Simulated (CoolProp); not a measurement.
Vapour-liquid equilibrium of n-heptane (1) + toluene (2) at 0.065 MPa; x and y are mole fractions of (1).

Values from CoolProp's multi-fluid Helmholtz-energy mixture model, Span 2003 and Lemmon 2006; pair parameters Bell 2016.

Problem. Give the bubble temperature and the first vapour's composition at x = 0.125, 0.2, 0.725. Is there an azeotrope?

Solution. x = 0.125: 92.2 °C, y = 0.207; x = 0.2: 90.7 °C, y = 0.301; x = 0.725: 85.2 °C, y = 0.765. No azeotrope shows between x = 0.05 and 0.95.

The pair parameters rest on a limited set of measurements; away from them the model extrapolates.
